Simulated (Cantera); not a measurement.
**Thermodynamics of hydrogen reduction and annealing atmospheres, feed FeS2 + H2 + N2**

Feed: 1 mol FeS2, 0.64 mol H2, 1.6 mol N2, at 56.0 mbar.

Method: chemical equilibrium by Gibbs-energy minimisation in Cantera with the NASA 1993 tables (ideal gas, pure condensed phases). Candidate condensed phases: Fe, FeS, FeS2, S; 16 gas species. FeS: taken at fixed stoichiometry. Equilibrium is a limit: real reactors are often held back by kinetics, nucleation or transport.

```
T (K)   x N2   x H2   x S2      x Fe    x H2S     x SH      x S  n FeS(l)
-----  -----  -----  -----  --------  -------  -------  -------  --------
1798   0.590  0.209  0.169  0.000110   0.0221  0.00815  0.00127     1.000
1848   0.588  0.211  0.169  0.000277   0.0190  0.00937  0.00188     0.999
1898   0.587  0.212  0.169  0.000668   0.0163   0.0107  0.00273     0.998
1948   0.585  0.213  0.169   0.00154   0.0141   0.0120  0.00389     0.996
1998   0.582  0.212  0.168   0.00339   0.0122   0.0134  0.00544     0.991
2048   0.577  0.211  0.167   0.00719   0.0106   0.0149  0.00748     0.980
2098   0.569  0.207  0.167    0.0147  0.00919   0.0164   0.0101     0.959
2148   0.555  0.201  0.168    0.0288  0.00792   0.0178   0.0136     0.917
```
x: gas mole fraction; n: condensed amount in mol.

From 1798 K to 2148 K the condensed part is FeS(l). The main Fe-bearing gas is Fe throughout. The share of Fe in condensed phases is highest at 1798 K (100.0 %) and lowest at 2148 K (91.7 %).
